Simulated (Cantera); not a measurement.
What does this Cantera script print?

```python
import numpy as np
import cantera as ct

gas_names = """
    H H2 H2S N NH NH2 NH3 N2 N2H2 N2H4 S SH SN S2 S8
""".split()
cond_names = """
    S(cr1) S(cr2) S(L)
""".split()


# ... load() reads the species with a 1 bar reference pressure and builds the phases ...
atoms = {
    'S': {'S': 1},
    'H2': {'H': 2},
    'N2': {'N': 2},
}
top_T = {}  # K; cautious upper limits of use, not melting points


# ... equilibrate(T, P, feed) seeds the gas with the atoms and calls Mixture.equilibrate('TP', solver="vcs", rtol=1e-11, max_steps=5000) ...
results = []
feed = {'S': 1, 'H2': 0.071, 'N2': 9.5}  # mol
P = 10000  # Pa
for T in [2600, 2675, 2750, 2825, 2900, 2975, 3050, 3125, 3200, 3275, 3350]:
    mix = equilibrate(T, P, feed)
    results.append((T, P, feed, dict(zip(mix.species_names, mix.species_moles))))

top = {s: max(r[3][s] / sum(r[3][g] for g in gas_names) for r in results) for s in gas_names}
cols = sorted((s for s in top if top[s] > 0.001), key=lambda s: -top[s])[:5]
seen = [c for c in cond_names if any(r[3].get(c, 0) > 1e-12 for r in results)]
print("log10 of partial pressures in bar; condensed amounts in mol")
print(f"{'T/K':>10s}" + "".join(f"{s[:9]:>10s}" for s in cols + seen))
for T, P, feed, n in results:
    ng = sum(n[g] for g in gas_names)
    print(f"{T:10.4g}" + "".join(f"{np.log10(max(n[s] / ng * P / 1e5, 1e-99)):10.3f}" for s in cols)
          + "".join(f"{n.get(c, 0):10.4g}" for c in seen))
```

It prints:

```
log10 of partial pressures in bar; condensed amounts in mol
       T/K        N2         S        S2         H        H2
      2600    -1.035    -2.446    -2.527    -3.194    -3.557
      2675    -1.037    -2.357    -2.594    -3.116    -3.657
      2750    -1.039    -2.281    -2.675    -3.052    -3.775
      2825    -1.041    -2.218    -2.770    -3.003    -3.908
      2900    -1.043    -2.168    -2.880    -2.966    -4.053
      2975    -1.044    -2.130    -3.001    -2.939    -4.208
      3050    -1.046    -2.101    -3.133    -2.920    -4.368
      3125    -1.047    -2.080    -3.271    -2.907    -4.531
      3200    -1.047    -2.065    -3.412    -2.897    -4.692
      3275    -1.048    -2.054    -3.555    -2.891    -4.851
      3350    -1.048    -2.047    -3.697    -2.886    -5.007
```

Equilibrium computed with Cantera from the NASA thermochemical tables; the gas is ideal and each condensed phase is pure.
